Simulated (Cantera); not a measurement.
An isothermal, constant-pressure homogeneous reactor starts with C₂H₆ : N₂ = 1 : 26 (molar parts), at 1150 K and 100.0 Torr. Integrator tolerance rtol = 1e-08.

Cantera simulation using GRI-Mech 3.0 (53 species, 325 reactions); the numbers are that mechanism's predictions, not measurements. GRI-Mech 3.0 stops at C3 and has no aromatics, soot or wall deposition, so with more carbon than oxygen in the feed, carbon stays in small species such as C2H2 where larger ones or solid carbon would form.

Question: What does this change do: pressure from 100.0 Torr to 20.0 Torr?

Answer: 
```csv
quantity,before,after
x(C₂H₆) at 1.00 s,0.000234 (gas-phase equilibrium 2.86e-6),0.00268 (gas-phase equilibrium 2.70e-7)
x(CH₄) at 1.00 s,0.00420 (gas-phase equilibrium 0.0153),0.00497 (gas-phase equilibrium 0.00541)
x(CH₃) at 1.00 s,1.33e-6 (gas-phase equilibrium 2.75e-7),1.26e-5 (gas-phase equilibrium 1.89e-7)
x(C₂H₂) at 1.00 s,0.00921 (gas-phase equilibrium 0.0101),0.00487 (gas-phase equilibrium 0.0134)
x(C₂H₄) at 1.00 s,0.0239 (gas-phase equilibrium 0.00166),0.0257 (gas-phase equilibrium 0.000589)
x(HCN) at 1.00 s,8.32e-11 (gas-phase equilibrium 0.0314),3.19e-10 (gas-phase equilibrium 0.0360)
x(CH₂) at 1.00 s,9.96e-12 (gas-phase equilibrium <1e-12),5.35e-10 (gas-phase equilibrium <1e-12)
```
Radical loss at walls, strong at low pressure, is not modelled.

Question: What does this change do: pressure from 100.0 Torr to 0.0825 Torr?

Answer: 
| quantity | before | after |
|---|---|---|
| x(C₂H₆) at 1.00 s | 0.000234 (gas-phase equilibrium 2.86e-6) | 0.0369 (gas-phase equilibrium 6.78e-12) |
| x(CH₄) at 1.00 s | 0.00420 (gas-phase equilibrium 0.0153) | 1.47e-5 (gas-phase equilibrium 2.89e-5) |
| x(CH₃) at 1.00 s | 1.33e-6 (gas-phase equilibrium 2.75e-7) | 4.80e-5 (gas-phase equilibrium 1.48e-8) |
| x(C₂H₂) at 1.00 s | 0.00921 (gas-phase equilibrium 0.0101) | 8.05e-9 (gas-phase equilibrium 0.0153) |
| x(C₂H₄) at 1.00 s | 0.0239 (gas-phase equilibrium 0.00166) | 6.37e-5 (gas-phase equilibrium 3.15e-6) |
| x(HCN) at 1.00 s | 8.32e-11 (gas-phase equilibrium 0.0314) | 4.11e-12 (gas-phase equilibrium 0.0383) |
| x(CH₂) at 1.00 s | 9.96e-12 (gas-phase equilibrium <1e-12) | 1.67e-9 (gas-phase equilibrium <1e-12) |
Radical loss at walls, strong at low pressure, is not modelled.
